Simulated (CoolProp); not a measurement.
Model: reference Helmholtz-energy equation of state, Thol 2016, in CoolProp.

Question: For hexamethyldisiloxane (MM), give the phase and the density (kg/m³), cv (kJ/(kg K)), speed of sound (m/s), Joule-Thomson coefficient (K/MPa) at 444.9 K and 2.72 MPa.

Answer: 
- 444.9 K and 2.72 MPa: liquid; density 592, cv 1.91, speed of sound 433, Joule-Thomson coefficient 0.0697
